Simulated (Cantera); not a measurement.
**Equilibrium for silicon nitride deposition: SiH4 + N2**

Input: 1 mol SiH4, 2.7 mol N2, at 1100 Pa.

Equilibrium computed with Cantera from the NASA thermochemical tables; the gas is ideal and each condensed phase is pure. Candidate condensed phases: Si, Si3N4; 18 gas species. N2 is the only nitrogen source here; it is nearly inert below about 1500 K, so the nitride shown seldom forms there in practice. The tables' values for SiN are old estimates; treat these amounts as uncertain. Gases not in the tables: Si2H6 and higher silanes. Equilibrium is a limit: real reactors are often held back by kinetics, nucleation or transport.

```
T (°C)   x N2   x H2       x H      x Si     x SiH  n Si3N4(s)  n Si(l)
------  -----  -----  --------  --------  --------  ----------  -------
1077    0.504  0.496   1.60e-5  8.47e-11  3.99e-11       0.333        0
1127    0.504  0.496   3.27e-5  7.65e-10  2.82e-10       0.333        0
1177    0.504  0.496   6.35e-5   5.93e-9   1.74e-9       0.333        0
1227    0.504  0.496  0.000118   4.00e-8   9.48e-9       0.333        0
1277    0.504  0.496  0.000211   2.38e-7   4.62e-8       0.333        0
1327    0.504  0.496  0.000365   1.27e-6   2.04e-7       0.333        0
1377    0.504  0.495  0.000610   6.07e-6   8.18e-7       0.333        0
1427    0.504  0.495  0.000989   2.65e-5   3.03e-6       0.333        0
1477    0.504  0.495   0.00156  0.000106   1.04e-5       0.333        0
1527    0.574  0.424   0.00222  0.000289   2.25e-5           0    0.998
1577    0.573  0.423   0.00334  0.000586   3.96e-5           0    0.997
```
x: gas mole fraction; n: condensed amount in mol.

From 1077 °C to 1477 °C the condensed part is Si3N4(s). From 1527 °C to 1577 °C the condensed part is Si(l).
